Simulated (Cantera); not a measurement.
A Cantera script and what it prints.

```python
import numpy as np
import cantera as ct

gas_names = """
    AL ALC ALH ALN ALO ALOH ALO2 ALO2H AL2 AL2O AL2O2 C CH CH2 CH3 CH2OH CH3O CH4 CH3OH CN CO CO2 COOH
    C2 C2H CHCO,ketyl C2H2,acetylene C2H2,vinylidene CH2CO,ketene C2H3,vinyl CH3CN CH3CO,acetyl C2H4
    C2H4O,ethylen CH3CHO,ethanal CH3COOH (HCOOH)2 C2H5 C2H6 CH3OCH3 C2H5OH CCN CNC C2N2 C2O C3
    C3H3,propargyl C3H4,allene C3H4,propyne C3H4,cyclo- C3H5,allyl C3H6,propylene C3H6,cyclo- C3H6O
    C3H7,n-propyl C3H7,i-propyl C3H8 C3H8O,1propanol C3H8O,2propanol C3O2 C4 C4H2 C4H4,1,3-cyclo-
    C4H6,butadiene C4H6,2-butyne C4H6,cyclo- C4H8,1-butene C4H8,cis2-buten C4H8,tr2-butene
    C4H8,isobutene C4H8,cyclo- (CH3COOH)2 C4H9,n-butyl C4H9,i-butyl C4H9,s-butyl C4H9,t-butyl
    C4H10,isobutane C4H10,n-butane C4N2 C5 C5H6,1,3cyclo- C5H8,cyclo- C5H10,1-pentene C5H10,cyclo-
    C5H11,pentyl C5H11,t-pentyl C5H12,n-pentane C5H12,i-pentane CH3C(CH3)2CH3 C6H2 C6H5,phenyl
    C6H5O,phenoxy C6H6 C6H5OH,phenol C6H10,cyclo- C6H12,1-hexene C6H12,cyclo- C6H13,n-hexyl C7H7,benzyl
    C7H8 C7H8O,cresol C7H14,1-heptene C7H15,n-heptyl C7H16,n-heptane C8H8,styrene C8H10,ethylbenz
    C8H16,1-octene C8H17,n-octyl C8H18,isooctane C8H18,n-octane C9H19,n-nonyl C10H8,naphthale
    C10H21,n-decyl C12H9,o-bipheny C12H10,bipheny H HALO HCN HCO HCCN HNC HNCO HNO HNO2 HNO3 HO2 H2
    HCHO,formaldehy HCOOH H2O H2O2 N NCO NH NH2 NH3 NH2OH NO NO2 NO3 N2 N2H2 N2H4 N2O O OH O2 O3
""".split()
cond_names = """
    AL(cr) AL(L) ALN(s) AL2O3(a) AL2O3(L) C(gr) C6H6(L) C7H8(L) C8H18(L),n-octa H2O(s) H2O(L)
""".split()


def load(file, names, dense=False):
    # The tables refer to 1 bar. Condensed volumes are neglected.
    table = {s.name: s for s in ct.Species.list_from_file(file)}
    out = []
    for n in names:
        d = dict(table[n].input_data)
        d["thermo"] = dict(d["thermo"], **{"reference-pressure": 1e5})
        if dense:
            d["equation-of-state"] = {"model": "constant-volume", "density": "1e6 g/cm^3"}
        out.append(ct.Species.from_dict(d))
    return out


gas = ct.Solution(thermo="ideal-gas", species=load("nasa_gas.yaml", gas_names))
cond = {s.name: ct.Solution(thermo="fixed-stoichiometry", species=[s], name=s.name)
        for s in load("nasa_condensed.yaml", cond_names, dense=True)}
atoms = {
    'Al(CH3)3': {'AL': 1, 'C': 3, 'H': 9},
    'N2O': {'N': 2, 'O': 1},
    'N2': {'N': 2},
}
top_T = {'ALN(s)': 2750, 'C(gr)': 4500}  # K; cautious upper limits of use, not melting points


def equilibrate(T, P, feed):
    n = {}
    for name, mol in feed.items():
        for a, k in atoms[name].items():
            n[a] = n.get(a, 0.0) + k * mol
    gas.TPX = T, P, n
    mass = sum(n.values()) * gas.mean_molecular_weight
    gas.equilibrate("TP")
    valid = [c for c in cond.values() if c.min_temp <= T <= top_T.get(c.name, c.max_temp)]
    mix = ct.Mixture([(gas, mass / gas.mean_molecular_weight)] + [(c, 0.0) for c in valid])
    mix.T, mix.P = T, P
    mix.equilibrate("TP", solver="vcs", rtol=1e-11, max_steps=5000)
    return mix


results = []
feed = {'Al(CH3)3': 1, 'N2O': 0.8, 'N2': 35}  # mol
T = 2198  # K
P = 22  # Pa
mix = equilibrate(T, P, feed)
results.append((T, P, feed, dict(zip(mix.species_names, mix.species_moles))))
x = sorted(zip(gas.X, gas.species_names), reverse=True)
print(f"T = {T:g} K  P = {P:g} Pa  gas = {mix.phase_moles(0):.4g} mol")
print("   x: " + "  ".join(f"{s} {v:.3e}" for v, s in x if v > 0.001))
print("   condensed (mol): " + ("  ".join(f"{mix.phase(i).name} {mix.phase_moles(i):.4g}"
      for i in range(1, mix.n_phases) if mix.phase_moles(i) > 1e-12) or "none"))
```

It prints:

```
T = 2198 K  P = 22 Pa  gas = 44.04 mol
   x: N2 8.093e-01  H 8.782e-02  H2 5.472e-02  AL 2.269e-02  CO 1.816e-02  HCN 6.300e-03
   condensed (mol): C(gr) 1.869
```

Equilibrium computed with Cantera from the NASA thermochemical tables; the gas is ideal and each condensed phase is pure. The feed counts by its element totals alone.
